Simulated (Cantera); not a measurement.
Charge: 1 mol CuF2, 0.075 mol H2O, 0.64 mol N2, equilibrated at 2050 K and 97.5 Torr.

Method: chemical equilibrium by Gibbs-energy minimisation in Cantera with the NASA 1993 tables (ideal gas, pure condensed phases). Candidate condensed phases: Cu, CuF2, CuO, Cu(OH)2, Cu2O, H2O; 45 gas species. Rates play no part.

Base state: N2 0.313, CuF2 0.311, CuF 0.178, F 0.105, HF 0.0734, O2 0.0174, NO 0.00159, O 0.000356 (mole fractions); condensed: gas only.

Task: What changes in the equilibrium state with this change: H2O from 0.075 to 3.9 mol?

Result: 
```
species      before     after
----------  -------  --------
H2O           <1e-9     0.461
HF           0.0734     0.275
N2            0.313    0.0983
CuF2          0.311   1.09e-5
F             0.105   1.91e-5
Cu          4.94e-5    0.0521
CuF           0.178    0.0343
O2           0.0174    0.0668
H2            <1e-9   0.00206
Cu2           <1e-9  0.000254
OH          1.73e-7   0.00697
H           1.39e-8  0.000286
Cu(l), mol        0     0.436
```
